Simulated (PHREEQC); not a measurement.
1 kg of water holding 0.15 mol K2SO4, 0.032 mol K2CO3, 0.0035 mol KCl and 0.24 mol KHCO3 is evaporated at 30 °C; the solids stay in contact with the brine. CO2 from the air is kept out. Solids allowed: Arcanite, Kalicinite, Misenite, Sylvite. Others were left out.

The series has 27 steps of water left (kg), from 1 to 0.006086.

All values are PHREEQC results (Pitzer model, pitzer.dat), not measurements.

Question: Which solids form, in which order, and at which step of the series does each first stand?

Answer: Arcanite from water left = 0.3082 kg (pH 8.72); Kalicinite from water left = 0.07808 kg (pH 8.66).
